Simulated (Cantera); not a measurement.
**CuO + H2 (hydrogen reduction and annealing atmospheres)**

Charge: 1 mol CuO, 1.1 mol H2, at 0.0380 bar.

Method: chemical equilibrium by Gibbs-energy minimisation in Cantera with the NASA 1993 tables (ideal gas, pure condensed phases). Candidate condensed phases: Cu, CuO, Cu(OH)2, Cu2O, H2O; 12 gas species. The numbers say what is thermodynamically allowed, not how fast it happens.

```csv
T (K),log p H2O,log p Cu,log p H2,log p OH,log p H,n Cu(l)
1873,-1.48,-2.91,-2.48,-4.54,-4.43,0.963
1898,-1.48,-2.80,-2.48,-4.44,-4.35,0.952
1923,-1.49,-2.69,-2.49,-4.34,-4.27,0.937
1948,-1.49,-2.58,-2.49,-4.24,-4.19,0.918
1973,-1.50,-2.48,-2.50,-4.15,-4.12,0.893
1998,-1.52,-2.37,-2.51,-4.06,-4.05,0.861
2023,-1.53,-2.27,-2.52,-3.97,-3.98,0.819
2048,-1.55,-2.18,-2.54,-3.89,-3.92,0.763
2073,-1.57,-2.08,-2.56,-3.82,-3.86,0.688
2098,-1.61,-1.99,-2.59,-3.75,-3.81,0.585
2123,-1.65,-1.90,-2.62,-3.69,-3.76,0.439
2148,-1.70,-1.81,-2.66,-3.64,-3.71,0.222
```
log p: log10 of the partial pressure in bar; n: condensed amount in mol.

From 1873 K to 2148 K the condensed part is Cu(l). The main Cu-bearing gas is Cu throughout. The share of Cu in condensed phases is highest at 1873 K (96.3 %) and lowest at 2148 K (22.2 %).
